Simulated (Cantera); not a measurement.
Cantera with NASA thermochemical tables; ideal gases at 1 bar, condensed phases pure. Values are per mole of reaction as written; species without (g) are pure solids or liquids, kept so even where they would boil at 1 bar. TaC: taken at fixed stoichiometry.

TaC + NH₃(g) → Ta + 2 H(g) + HCN(g), with ΔH° = 761.1 kJ and ΔS° = 237.8 J/K at 300 K.

Task: How far is the shortcut ΔG° ≈ ΔH°(300 K) − T·ΔS°(300 K) from the full temperature-dependent value at 1048, 1098, 1148, 1198, 1248, 1298, 1348, 1398, 1448, 1498 K?

Result: 
```csv
T (K),shortcut (kJ),full (kJ),difference (kJ),difference in log10 K
1048,511.9,498.4,13.5,-0.67
1098,500.0,485.2,14.8,-0.70
1148,488.1,471.9,16.2,-0.74
1198,476.2,458.7,17.6,-0.77
1248,464.4,445.4,19.0,-0.80
1298,452.5,432.0,20.4,-0.82
1348,440.6,418.7,21.9,-0.85
1398,428.7,405.3,23.3,-0.87
1448,416.8,392.0,24.8,-0.90
1498,404.9,378.6,26.3,-0.92
```
The shortcut ignores the heat-capacity change of the reaction.
